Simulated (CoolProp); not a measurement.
200 sccm (0 °C, 1 atm) of nitrogen bubbles through liquid hexamethyldisiloxane (MM) at 318.1 K and leaves saturated at a total pressure of 0.15 MPa (ideal gas phase). Each further row changes one setting.

The numbers come from the reference Helmholtz-energy equation of state, Thol 2016 in CoolProp.

```csv
case,vapour pressure (kPa),mole fraction of vapour,delivery (mg/min),delivery (sccm),change of delivery for a bath 1 K warmer (%)
as stated,14.2,0.0945,(withheld),20.9,4.9
bath temperature 323.1 K,17.5,(withheld),(withheld),(withheld),(withheld)
total pressure 0.3 MPa,14.2,(withheld),71.9,9.92,4.6
```

Problem. What belongs in the gaps?

Solution. 
- as stated, delivery (mg/min): 151
- bath temperature 323.1 K, mole fraction of vapour: 0.117
- bath temperature 323.1 K, delivery (mg/min): 192
- bath temperature 323.1 K, delivery (sccm): 26.5
- bath temperature 323.1 K, change of delivery for a bath 1 K warmer (%): 4.8
- total pressure 0.3 MPa, mole fraction of vapour: 0.0473
